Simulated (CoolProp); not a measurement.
Vapour-liquid equilibrium of R114 (1) + R113 (2) at 3.56 bar; x and y are mole fractions of (1).

Computed with CoolProp (multi-fluid Helmholtz-energy mixture model, Platzer 1990 and Marx 1992; pair parameters Bell 2016). This equation is an older, rougher fit; its heat capacities, sound speeds and derivatives of the liquid may be far off and weren't checked against measurements.

| x | bubble temperature (K) | y at the bubble point | dew temperature at overall composition x (K) | liquid density (mol/L) |
|---|---|---|---|---|
| 0.05 | 360.6 | 0.133 | 363.2 | 7.493 |
| 0.125 | 354.8 | [?] | 360.8 | 7.578 |
| 0.2 | 349.5 | 0.438 | 358.3 | 7.656 |
| 0.275 | 344.7 | 0.548 | 355.7 | [?] |
| 0.35 | 340.3 | 0.638 | 353.0 | [?] |
| 0.425 | 336.4 | 0.712 | [?] | 7.856 |
| 0.5 | 332.8 | 0.773 | 346.9 | 7.913 |
| 0.575 | [?] | 0.823 | 343.5 | 7.965 |
| 0.65 | 326.4 | 0.866 | [?] | 8.013 |
| 0.725 | 323.6 | 0.902 | 335.6 | 8.058 |
| 0.8 | 321.1 | 0.934 | 331.0 | 8.100 |
| 0.875 | 318.6 | 0.961 | 325.7 | [?] |
| 0.95 | [?] | 0.985 | 319.6 | 8.176 |

Question: Some entries are withheld; supply them.

Answer: 
- 0.125, y at the bubble point: 0.301
- 0.275, liquid density (mol/L): 7.728
- 0.35, liquid density (mol/L): 7.795
- 0.425, dew temperature at overall composition x (K): 350.0
- 0.575, bubble temperature (K): 329.5
- 0.65, dew temperature at overall composition x (K): 339.7
- 0.875, liquid density (mol/L): 8.139
- 0.95, bubble temperature (K): 316.4

No azeotrope shows between x = 0.05 and 0.95.

The pair parameters rest on a limited set of measurements; away from them the model extrapolates.
